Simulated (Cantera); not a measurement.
An isothermal, constant-pressure homogeneous reactor starts with CH4 : H2 = 1 : 2.6 (molar parts), at 1725 K and 0.0132 atm. Integrator tolerance rtol = 1e-08.

Cantera simulation using GRI-Mech 3.0 (53 species, 325 reactions); the numbers are that mechanism's predictions, not measurements. GRI-Mech 3.0 stops at C3 and has no aromatics, soot or wall deposition, so with more carbon than oxygen in the feed, carbon stays in small species such as C2H2 where larger ones or solid carbon would form. Radical loss at walls, strong at low pressure, is not modelled.

Question: What does this change do: temperature 1725 to 1425 K?

Answer: 
```tsv
quantity	before	after
x(CH4) at 6.00 s	0.00178 (gas-phase equilibrium 0.000380)	0.257 (gas-phase equilibrium 0.00717)
x(H2) at 6.00 s	0.889 (gas-phase equilibrium 0.890)	0.734 (gas-phase equilibrium 0.887)
x(H) at 6.00 s	0.00151 (gas-phase equilibrium 0.00153)	2.29e-5 (gas-phase equilibrium 5.60e-5)
x(C2H4) at 6.00 s	5.16e-5 (gas-phase equilibrium 5.13e-5)	0.000740 (gas-phase equilibrium 0.000772)
x(CH3) at 6.00 s	6.13e-5 (gas-phase equilibrium 1.32e-5)	0.000161 (gas-phase equilibrium 9.09e-6)
x(C2H6) at 6.00 s	1.67e-8 (gas-phase equilibrium 1.19e-9)	2.88e-5 (gas-phase equilibrium 1.44e-7)
x(CH2) at 6.00 s	1.08e-7 (gas-phase equilibrium 2.40e-8)	3.52e-9 (gas-phase equilibrium 4.30e-10)
```

Question: What does this change do: pressure from 0.0132 atm to 0.00138 atm?

Answer: 
```tsv
quantity	before	after
x(CH4) at 6.00 s	0.00178 (gas-phase equilibrium 0.000380)	0.0111 (gas-phase equilibrium 3.97e-5)
x(H2) at 6.00 s	0.889 (gas-phase equilibrium 0.890)	0.882 (gas-phase equilibrium 0.887)
x(H) at 6.00 s	0.00151 (gas-phase equilibrium 0.00153)	0.00223 (gas-phase equilibrium 0.00471)
x(C2H4) at 6.00 s	5.16e-5 (gas-phase equilibrium 5.13e-5)	3.11e-5 (gas-phase equilibrium 5.37e-6)
x(CH3) at 6.00 s	6.13e-5 (gas-phase equilibrium 1.32e-5)	0.000566 (gas-phase equilibrium 4.27e-6)
x(C2H6) at 6.00 s	1.67e-8 (gas-phase equilibrium 1.19e-9)	3.80e-7 (gas-phase equilibrium 1.30e-11)
x(CH2) at 6.00 s	1.08e-7 (gas-phase equilibrium 2.40e-8)	1.28e-6 (gas-phase equilibrium 2.39e-8)
```
